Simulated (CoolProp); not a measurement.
Vapour-liquid equilibrium of CHF3 (R23) (1) + C2F6 (R116) (2) at 0.0753 MPa; x and y are mole fractions of (1).

The numbers come from the multi-fluid Helmholtz-energy mixture model, Penoncello 2003 and Lemmon 2006; pair parameters Bell 2016 in CoolProp.

```
x     bubble temperature (K)  y at the bubble point  dew temperature at overall composition x (K)  liquid density (mol/L)
----  ----------------------  ---------------------  --------------------------------------------  ----------------------
0.05                   186.2                  0.219                                         188.9                   12.15
0.15                   182.6                  0.414                                         187.3                   12.79
0.25                   181.3                  0.492                                         185.6                   13.43
0.35                   180.7                  0.528                                         183.8                   14.11
0.45                   180.5                  0.548                                         182.0                   14.87
0.55                   180.5                  0.561                                         180.5                   15.72
0.65                   180.5                  0.577                                         181.3                   16.68
0.75                   180.8                  0.605                                         182.7                   17.77
0.85                   181.5                  0.668                                         184.1                   18.97
0.95                   183.8                  0.826                                         185.5                   20.27
```

y crosses x between x = 0.55 and 0.65: the model has an azeotrope there.

Pair parameters are fitted to limited data, so mixtures are less certain than the pure fluids.
